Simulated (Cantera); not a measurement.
Input (Python, Cantera) and output of one run.

```python
import numpy as np
import cantera as ct

gas_names = [...]  # 116 gases of nasa_gas.yaml made of C, H, Mg, O
cond_names = """
    C(gr) C6H6(L) C7H8(L) C8H18(L),n-octa H2O(s) H2O(L) Mg(cr) Mg(L) MgCO3(s) MgO(s) MgO(L) MgO2H2(s)
""".split()


# ... load() reads the species with a 1 bar reference pressure and builds the phases ...
atoms = {
    'MgCO3': {'Mg': 1, 'C': 1, 'O': 3},
    'H2O': {'H': 2, 'O': 1},
    'CH4': {'C': 1, 'H': 4},
}
top_T = {'C(gr)': 4500}  # K; cautious upper limits of use, not melting points


# ... equilibrate(T, P, feed) seeds the gas with the atoms and calls Mixture.equilibrate('TP', solver="vcs", rtol=1e-11, max_steps=5000) ...
results = []
feed = {'MgCO3': 1, 'H2O': 0.88, 'CH4': 0.004}  # mol
P = 101325  # Pa
for T in [1298, 1398, 1498, 1598, 1698, 1798, 1898, 1998]:
    mix = equilibrate(T, P, feed)
    results.append((T, P, feed, dict(zip(mix.species_names, mix.species_moles))))
    x = sorted(zip(gas.X, gas.species_names), reverse=True)
    print(f"T = {T:g} K  P = {P:g} Pa  gas = {mix.phase_moles(0):.4g} mol")
    print("   x: " + "  ".join(f"{s} {v:.3e}" for v, s in x if v > 1e-06))
    print("   condensed (mol): " + ("  ".join(f"{mix.phase(i).name} {mix.phase_moles(i):.4g}"
          for i in range(1, mix.n_phases) if mix.phase_moles(i) > 1e-12) or "none"))
```

Result:

```
T = 1298 K  P = 101325 Pa  gas = 1.892 mol
   x: CO2 5.250e-01  H2O 4.665e-01  CO 5.614e-03  H2 2.843e-03
   condensed (mol): MgO(s) 1
T = 1398 K  P = 101325 Pa  gas = 1.892 mol
   x: CO2 5.247e-01  H2O 4.669e-01  CO 5.992e-03  H2 2.465e-03
   condensed (mol): MgO(s) 1
T = 1498 K  P = 101325 Pa  gas = 1.892 mol
   x: CO2 5.244e-01  H2O 4.672e-01  CO 6.287e-03  H2 2.172e-03  OH 4.854e-06
   condensed (mol): MgO(s) 1
T = 1598 K  P = 101325 Pa  gas = 1.892 mol
   x: CO2 5.241e-01  H2O 4.674e-01  CO 6.529e-03  H2 1.943e-03  OH 2.183e-05  O2 2.398e-06  H 2.331e-06
   condensed (mol): MgO(s) 1
T = 1698 K  P = 101325 Pa  gas = 1.892 mol
   x: CO2 5.238e-01  H2O 4.675e-01  CO 6.774e-03  H2 1.773e-03  OH 8.198e-05  O2 2.656e-05  H 6.049e-06  MgO2H2 1.051e-06
   condensed (mol): MgO(s) 1
T = 1798 K  P = 101325 Pa  gas = 1.893 mol
   x: CO2 5.232e-01  H2O 4.673e-01  CO 7.285e-03  H2 1.707e-03  OH 2.601e-04  O2 2.068e-04  H 1.445e-05  MgO2H2 3.021e-06  O 1.706e-06
   condensed (mol): MgO(s) 1
T = 1898 K  P = 101325 Pa  gas = 1.895 mol
   x: CO2 5.211e-01  H2O 4.665e-01  CO 8.865e-03  H2 1.889e-03  O2 9.876e-04  OH 6.818e-04  H 3.375e-05  O 9.157e-06  MgO2H2 7.738e-06
   condensed (mol): MgO(s) 1
T = 1998 K  P = 101325 Pa  gas = 1.899 mol
   x: CO2 5.162e-01  H2O 4.644e-01  CO 1.245e-02  O2 2.868e-03  H2 2.448e-03  OH 1.488e-03  H 7.885e-05  O 3.506e-05  MgO2H2 1.795e-05
   condensed (mol): MgO(s) 1
```

Cantera equilibrium calculation (NASA polynomials, part measured and part estimated; ideal gas, pure solids and liquids).
